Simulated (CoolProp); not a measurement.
Properties of R245fa at several states.

The numbers come from the reference Helmholtz-energy equation of state, Akasaka 2015 in CoolProp.

| T (K) | p (MPa) | phase | cp (kJ/(kg K)) | cv (kJ/(kg K)) | Prandtl number |
|---|---|---|---|---|---|
| 381.3 | 0.0254 | gas | ? | ? | ? |
| 238.1 | 0.0342 | liquid | ? | ? | ? |
| 341 | 0.234 | gas | ? | ? | 0.678 |

Problem. Some entries are withheld; supply them.

Solution. 
- 381.3, cp (kJ/(kg K)): 1.009
- 381.3, cv (kJ/(kg K)): 0.9459
- 381.3, Prandtl number: 0.659
- 238.1, cp (kJ/(kg K)): 1.199
- 238.1, cv (kJ/(kg K)): 0.8359
- 238.1, Prandtl number: 9.47
- 341, cp (kJ/(kg K)): 0.9767
- 341, cv (kJ/(kg K)): 0.8940

Viscosity comes from a separate model (Bell 2016), an estimate that may be off by 10 % or more. Thermal conductivity comes from a separate model (Huber 2003), an estimate that may be off by 10 % or more.
